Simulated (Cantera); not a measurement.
Charge: 1 mol NiS, 1.8 mol H2, 0.57 mol N2, at 44.0 Pa.

Method: chemical equilibrium by Gibbs-energy minimisation in Cantera with the NASA 1993 tables (ideal gas, pure condensed phases). Candidate condensed phases: Ni, NiS, NiS2, Ni3S2, Ni3S4, S; 17 gas species. Metal and sulfide melt together well below either melting point, which pure phases cannot show. Mutual solubility and eutectic melting of coexisting phases are not modelled. Gases not in the tables: S3 to S7. The numbers say what is thermodynamically allowed, not how fast it happens.

**Question.** What share of the Ni ends up in condensed phases as a function of T (°C), at 575, 675, 775, 875, 975, 1075, 1175, 1275, 1375, 1475, 1575, 1675, 1775?

**Answer.** 
```csv
T (°C),Ni condensed (%),as
575,100.0,Ni3S2(s)
675,100.0,Ni3S2(s)
775,100.0,Ni3S2(s)
875,100.0,Ni3S2(l)
975,100.0,Ni3S2(l)
1075,100.0,Ni3S2(l)
1175,100.0,Ni3S2(l)
1275,99.9,Ni3S2(l)
1375,98.9,Ni(s) + Ni3S2(l)
1475,94.6,Ni(l)
1575,77.6,Ni(l)
1675,1.7,Ni(l)
1775,0.0,-
```
